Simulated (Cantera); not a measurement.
Input (Python, Cantera) and output of one run.

```python
import numpy as np
import cantera as ct

gas_names = [...]  # 97 gases of nasa_gas.yaml made of Al, C, H, N
cond_names = """
    AL(cr) AL(L) ALN(s) C(gr) C6H6(L) C7H8(L) C8H18(L),n-octa
""".split()


# ... load() reads the species with a 1 bar reference pressure and builds the phases ...
atoms = {
    'Al(CH3)3': {'AL': 1, 'C': 3, 'H': 9},
    'N2': {'N': 2},
    'H2': {'H': 2},
}
top_T = {'ALN(s)': 2750, 'C(gr)': 4500}  # K; cautious upper limits of use, not melting points


# ... equilibrate(T, P, feed) seeds the gas with the atoms and calls Mixture.equilibrate('TP', solver="vcs", rtol=1e-11, max_steps=5000) ...
results = []
feed = {'Al(CH3)3': 1, 'N2': 45, 'H2': 83}  # mol
T = 975  # K
P = 390  # Pa
mix = equilibrate(T, P, feed)
results.append((T, P, feed, dict(zip(mix.species_names, mix.species_moles))))
x = sorted(zip(gas.X, gas.species_names), reverse=True)
print(f"T = {T:g} K  P = {P:g} Pa  gas = {mix.phase_moles(0):.4g} mol")
print("   x: " + "  ".join(f"{s} {v:.3e}" for v, s in x if v > 1e-06))
print("   condensed (mol): " + ("  ".join(f"{mix.phase(i).name} {mix.phase_moles(i):.4g}"
      for i in range(1, mix.n_phases) if mix.phase_moles(i) > 1e-12) or "none"))
```

Output:

```
T = 975 K  P = 390 Pa  gas = 132 mol
   x: H2 6.626e-01  N2 3.372e-01  CH4 2.151e-04  HCN 1.626e-06
   condensed (mol): ALN(s) 1  C(gr) 2.971
```

Cantera equilibrium calculation (NASA polynomials, part measured and part estimated; ideal gas, pure solids and liquids). The feed counts by its element totals alone.
